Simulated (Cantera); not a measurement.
A closed system holds: 1 mol Fe3O4, 1.6 mol CO, at 2273.15 K and 2330 Torr.

Cantera equilibrium calculation (NASA polynomials, part measured and part estimated; ideal gas, pure solids and liquids). Candidate condensed phases: C, Fe, Fe(CO)5, FeO, Fe2O3, Fe3O4; 15 gas species. The tables' stoichiometric FeO is somewhat more stable than real wüstite, so its field is too wide. FeO: taken at fixed stoichiometry. The numbers say what is thermodynamically allowed, not how fast it happens.

Base state: CO2 0.625, CO 0.375, Fe 9.00e-5, O2 8.60e-5, FeO 2.93e-5, O 2.23e-5 (mole fractions); condensed: FeO(l).

### Question
What changes in the equilibrium state with this change: temperature from 2273.15 K to 2523.15 K?

### Answer
```tsv
species	before	after
CO2	0.625	0.620
CO	0.375	0.377
O2	8.60e-5	0.00152
Fe	9.00e-5	0.000552
O	2.23e-5	0.000359
FeO	2.93e-5	0.000304
FeO(l), mol	3.00	3.00
```

### Question
What changes in the equilibrium state with this change: Fe3O4 replaced by CuO?

### Answer
| species | before | after |
|---|---|---|
| CO2 | 0.625 | 0.617 |
| CO | 0.375 | 0.370 |
| Cu | 0 | 0.0128 |
| Fe | 9.00e-5 | 0 |
| Cu2 | 0 | 0.000119 |
| FeO | 2.93e-5 | 0 |
| CuO | 0 | 1.77e-5 |
| O2 | 8.60e-5 | 8.59e-5 |
| FeO(l), mol | 3.00 | 0 |
| Cu(l), mol | 0 | 0.979 |
Further candidate phases: Cu, CuO, Cu2O.

### Question
What changes in the equilibrium state with this change: Fe3O4 replaced by SiO2?

### Answer
| species | before | after |
|---|---|---|
| CO | 0.375 | 0.974 |
| SiO | 0 | 0.0130 |
| CO2 | 0.625 | 0.0130 |
| Fe | 9.00e-5 | 0 |
| FeO | 2.93e-5 | 0 |
| O2 | 8.60e-5 | 5.55e-9 |
| O | 2.23e-5 | 1.79e-7 |
| FeO(l), mol | 3.00 | 0 |
| SiO2(l), mol | 0 | 0.979 |
The tables hold silica as quartz up to 1696 K and as liquid above; real silica turns to tridymite and cristobalite and melts near 1996 K. Further candidate phases: Si, SiC, SiO2.
